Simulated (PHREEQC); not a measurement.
Dissolve 0.008 mol H2SO4, 0.095 mol NaCl and 0.011 mol KCl per kg of water at 25 °C. It is in equilibrium with CO2 at log p = -3.4 (atm). Otherwise closed; pH follows from the charge balance.

Computed with PHREEQC (ion-association model, wateq4f.dat).

The ionic strength comes out as 0.123 mol/kgw. What activity coefficients do NaSO4-, HSO4-, SO4-2, KSO4-, H+ get?

NaSO4- 0.78, HSO4- 0.76, SO4-2 0.35, KSO4- 0.78, H+ 0.82.

Precipitation was switched off in this run.
